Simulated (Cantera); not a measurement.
**Equilibrium for silicon oxide and oxynitride deposition: SiH4 + CO2 + N2**

Feed: 1 mol SiH4, 5 mol CO2, 18 mol N2, at 2100 K and 1.00 bar.

Equilibrium computed with Cantera from the NASA thermochemical tables; the gas is ideal and each condensed phase is pure. Candidate condensed phases: C, C6H6, C7H8, C8H18, H2O, Si, SiC, SiO2, Si2N2O, Si3N4; 151 gas species. The tables hold silica as quartz up to 1696 K and as liquid above; real silica turns to tridymite and cristobalite and melts near 1996 K. Gases not in the tables: Si(OH)4. Equilibrium is a limit: real reactors are often held back by kinetics, nucleation or transport.

| Property | Result |
|---|---|
| x(N2) | 0.720 |
| x(CO) | 0.136 |
| x(CO2) | 0.0641 |
| x(H2O) | 0.0558 |
| x(H2) | 0.0239 |
| x(H) | 0.000482 |
| x(SiO) | 0.000136 |
| x(OH) | 0.000134 |
| x(NO) | 2.87e-5 |
| n(SiO2(l)) | 0.997 mol |
| gas amount | 25.01 mol |
| log10 activity of C(graphite) (absent) | -5.33 |
| log10 activity of Si(l) (absent) | -7.50 |
